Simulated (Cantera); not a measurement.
What does this Cantera script print?

```python
import numpy as np
import cantera as ct

gas_names = """
    CL CL2 H HCL H2 N NH NH2 NH3 N2 N2H2 N2H4 Si SiCL SiCL2 SiCL3 SiCL4 SiH SiHCL3 SiH2 SiH2CL2 SiH3
    SiH3CL SiH4 SiN Si2 Si2N Si3
""".split()
cond_names = """
    NH4CL(a) NH4CL(b) Si(cr) Si(L) Si3N4(a)
""".split()


# ... load() reads the species with a 1 bar reference pressure and builds the phases ...
atoms = {
    'Si2H6': {'Si': 2, 'H': 6},
    'HCl': {'H': 1, 'CL': 1},
    'N2': {'N': 2},
}
top_T = {'Si3N4(a)': 2400}  # K; cautious upper limits of use, not melting points


# ... equilibrate(T, P, feed) seeds the gas with the atoms and calls Mixture.equilibrate('TP', solver="vcs", rtol=1e-11, max_steps=5000) ...
results = []
feed = {'Si2H6': 1, 'HCl': 0.11, 'N2': 31}  # mol
for P in [100, 300, 880, 2600, 7700, 23000, 68000, 200000]:
    for T in [1298, 1348, 1398, 1448, 1498, 1548, 1598, 1648, 1698, 1748, 1798]:
        mix = equilibrate(T, P, feed)
        results.append((T, P, feed, dict(zip(mix.species_names, mix.species_moles))))

for T, P, feed, n in results:
    print(f"{T:7g} {P:10.4g}  " + (" + ".join(c for c in cond_names if n.get(c, 0) > 1e-12) or "gas only"))
```

It prints:

```
   1298        100  Si3N4(a)
   1348        100  Si3N4(a)
   1398        100  Si3N4(a)
   1448        100  Si3N4(a)
   1498        100  Si3N4(a)
   1548        100  Si3N4(a)
   1598        100  Si3N4(a)
   1648        100  Si3N4(a)
   1698        100  Si(L)
   1748        100  Si(L)
   1798        100  Si(L)
   1298        300  Si3N4(a)
   1348        300  Si3N4(a)
   1398        300  Si3N4(a)
   1448        300  Si3N4(a)
   1498        300  Si3N4(a)
   1548        300  Si3N4(a)
   1598        300  Si3N4(a)
   1648        300  Si3N4(a)
   1698        300  Si3N4(a)
   1748        300  Si(L)
   1798        300  Si(L)
   1298        880  Si3N4(a)
   1348        880  Si3N4(a)
   1398        880  Si3N4(a)
   1448        880  Si3N4(a)
   1498        880  Si3N4(a)
   1548        880  Si3N4(a)
   1598        880  Si3N4(a)
   1648        880  Si3N4(a)
   1698        880  Si3N4(a)
   1748        880  Si3N4(a)
   1798        880  Si(L)
   1298       2600  Si3N4(a)
   1348       2600  Si3N4(a)
   1398       2600  Si3N4(a)
   1448       2600  Si3N4(a)
   1498       2600  Si3N4(a)
   1548       2600  Si3N4(a)
   1598       2600  Si3N4(a)
   1648       2600  Si3N4(a)
   1698       2600  Si3N4(a)
   1748       2600  Si3N4(a)
   1798       2600  Si3N4(a)
   1298       7700  Si3N4(a)
   1348       7700  Si3N4(a)
   1398       7700  Si3N4(a)
   1448       7700  Si3N4(a)
   1498       7700  Si3N4(a)
   1548       7700  Si3N4(a)
   1598       7700  Si3N4(a)
   1648       7700  Si3N4(a)
   1698       7700  Si3N4(a)
   1748       7700  Si3N4(a)
   1798       7700  Si3N4(a)
   1298    2.3e+04  Si3N4(a)
   1348    2.3e+04  Si3N4(a)
   1398    2.3e+04  Si3N4(a)
   1448    2.3e+04  Si3N4(a)
   1498    2.3e+04  Si3N4(a)
   1548    2.3e+04  Si3N4(a)
   1598    2.3e+04  Si3N4(a)
   1648    2.3e+04  Si3N4(a)
   1698    2.3e+04  Si3N4(a)
   1748    2.3e+04  Si3N4(a)
   1798    2.3e+04  Si3N4(a)
   1298    6.8e+04  Si3N4(a)
   1348    6.8e+04  Si3N4(a)
   1398    6.8e+04  Si3N4(a)
   1448    6.8e+04  Si3N4(a)
   1498    6.8e+04  Si3N4(a)
   1548    6.8e+04  Si3N4(a)
   1598    6.8e+04  Si3N4(a)
   1648    6.8e+04  Si3N4(a)
   1698    6.8e+04  Si3N4(a)
   1748    6.8e+04  Si3N4(a)
   1798    6.8e+04  Si3N4(a)
   1298      2e+05  Si3N4(a)
   1348      2e+05  Si3N4(a)
   1398      2e+05  Si3N4(a)
   1448      2e+05  Si3N4(a)
   1498      2e+05  Si3N4(a)
   1548      2e+05  Si3N4(a)
   1598      2e+05  Si3N4(a)
   1648      2e+05  Si3N4(a)
   1698      2e+05  Si3N4(a)
   1748      2e+05  Si3N4(a)
   1798      2e+05  Si3N4(a)
```

Equilibrium computed with Cantera from the NASA thermochemical tables; the gas is ideal and each condensed phase is pure. The feed counts by its element totals alone. N2 is the only nitrogen source here; it is nearly inert below about 1500 K, so the nitride shown seldom forms there in practice. The tables' values for SiCl3 are old estimates.
